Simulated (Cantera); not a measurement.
Feed: 1 mol AlCl3, 0.21 mol H2O, 16 mol N2, at 1550 K.

Cantera equilibrium calculation (NASA polynomials, part measured and part estimated; ideal gas, pure solids and liquids). Candidate condensed phases: Al, AlCl3, AlN, Al2O3, H2O, NH4Cl; 45 gas species. The tables' values for AlCl2 are old estimates; treat these amounts as uncertain. Kinetics and transport are ignored.

log p: log10 of the partial pressure in bar; n: condensed amount in mol.

```
P (Pa)  log p N2  log p AlCl3  log p HCl  log p Cl  log p AlCl2  log p AlCl  n Al2O3(s)
------  --------  -----------  ---------  --------  -----------  ----------  ----------
10         -4.04        -5.37      -5.62     -6.03        -6.38       -6.59      0.0699
46           ___          ___        ___       ___        -5.97         ___      0.0700
220        -2.69        -3.97      -4.27     -5.43        -5.58       -6.38      0.0700
1000       -2.03        -3.31      -3.62     -5.11        -5.24       -6.36      0.0700
4600         ___          ___        ___       ___        -4.93       -6.40      0.0700
22000      -0.69        -1.96      -2.27     -4.37        -4.63       -6.49      0.0700
100000     -0.03        -1.30      -1.62     -3.97        -4.37       -6.62      0.0700
```

### Question
Fill in the missing entries.

### Answer

- 4600, log p N2: -1.37
- 4600, log p AlCl3: -2.64
- 4600, log p HCl: -2.95
- 4600, log p Cl: -4.75
- 46, log p N2: -3.37
- 46, log p AlCl3: -4.67
- 46, log p HCl: -4.96
- 46, log p Cl: -5.74
- 46, log p AlCl: -6.46
